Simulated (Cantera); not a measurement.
A closed system holds: 1 mol SiH4, 0.44 mol H2O, 74 mol N2, equilibrated at 1302 °C and 7.40 Pa.

Method: chemical equilibrium by Gibbs-energy minimisation in Cantera with the NASA 1993 tables (ideal gas, pure condensed phases). Candidate condensed phases: H2O, Si, SiO2, Si2N2O, Si3N4; 35 gas species. The numbers say what is thermodynamically allowed, not how fast it happens.

Base state: N2 0.961, H2 0.0313, SiO 0.00572, H 0.000854, Si 0.000776, Si2N 1.01e-5 (mole fractions); condensed: Si(s).

Problem. What changes in the equilibrium state with this change: SiH4 replaced by SiH2Cl2?

Solution. 
| species | before | after |
|---|---|---|
| N2 | 0.961 | 0.962 |
| H2 | 0.0313 | 0.0127 |
| HCl | 0 | 0.0114 |
| SiCl2 | 0 | 0.00705 |
| Cl | 0 | 0.000388 |
| SiCl | 0 | 5.45e-5 |
| Si(s), mol | 0.498 | 0 |
The tables' values for SiCl are old estimates; treat these amounts as uncertain. Further candidate phases: NH4Cl.
